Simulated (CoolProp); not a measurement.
Chloromethane (R40) at 452.16 K and 11.1 MPa is throttled through a valve to 5.63 MPa with no heat exchange. Each further row changes one setting.

The numbers come from the reference Helmholtz-energy equation of state, Thol 2014 in CoolProp.

```
case                      temperature change (K)                       final phase  final density (kg/m³)
------------------------  ----------------------  --------------------------------  ---------------------
as stated                                  -46.9  two-phase, vapour fraction 0.801                    [?]
outlet pressure 1.69 MPa                     [?]  two-phase, vapour fraction 0.832                   45.7
outlet pressure 7.32 MPa                     [?]                     supercritical                    [?]
```

Q: Some entries are withheld; supply them.

A: 
- as stated, final density (kg/m³): 200
- outlet pressure 1.69 MPa, temperature change (K): -111.4
- outlet pressure 7.32 MPa, temperature change (K): -28.5
- outlet pressure 7.32 MPa, final density (kg/m³): 283
